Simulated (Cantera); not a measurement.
A Cantera script and what it prints.

```python
import numpy as np
import cantera as ct

gas_names = """
    BF3 BOCL CL B3O3F3
""".split()
cond_names = """
    B(b) B(L)
""".split()


# ... load() reads the species with a 1 bar reference pressure and builds the phases ...
species = {s.name: s for s in load("nasa_gas.yaml", gas_names) + load("nasa_condensed.yaml", cond_names)}
# Each term lists the table entries of one substance; the one whose range holds T is used.
reactions = {
    'BF3(g) + 3 BOCl(g) = 3 Cl(g) + B + B3O3F3(g)':
        [(-1, ['BF3']), (-3, ['BOCL']), (3, ['CL']), (1, ['B(b)', 'B(L)']), (1, ['B3O3F3'])],
}


def pick(names, T):
    return next(species[n] for n in names if species[n].thermo.min_temp <= T <= species[n].thermo.max_temp)


results = []
for label, terms in reactions.items():
    print(label)
    print("     T/K   dH/kJ  dS/(J/K)   dG/kJ   log10 K")
    for T in [300, 1373, 1523, 1673, 1823, 1973, 2123, 2273]:
        used = [(nu, pick(names, T)) for nu, names in terms]
        dH = sum(nu * s.thermo.h(T) for nu, s in used) / 1e6
        dS = sum(nu * s.thermo.s(T) for nu, s in used) / 1e3
        dG = dH - T * dS / 1e3
        logK = -dG * 1e6 / (ct.gas_constant * T * np.log(10))
        results.append((label, T, dH, dS, dG, logK, [s.name for _, s in used]))
        print(f"{T:8g} {dH:8.1f} {dS:8.1f} {dG:8.1f} {logK:8.2f}")
```

Output:

```
BF3(g) + 3 BOCl(g) = 3 Cl(g) + B + B3O3F3(g)
     T/K   dH/kJ  dS/(J/K)   dG/kJ   log10 K
     300     83.3   -122.7    120.1   -20.92
    1373    112.0    -86.4    230.6    -8.77
    1523    116.7    -83.2    243.4    -8.35
    1673    121.4    -80.2    255.6    -7.98
    1823    126.1    -77.5    267.4    -7.66
    1973    130.9    -75.0    278.9    -7.38
    2123    135.7    -72.6    289.9    -7.13
    2273    140.5    -70.4    300.7    -6.91
```

Source: NASA polynomial tables (part measured, part estimated), evaluated in Cantera. The tables' values for BOCl are old estimates. Condensed species are held in their standard states even where they would react or evaporate.
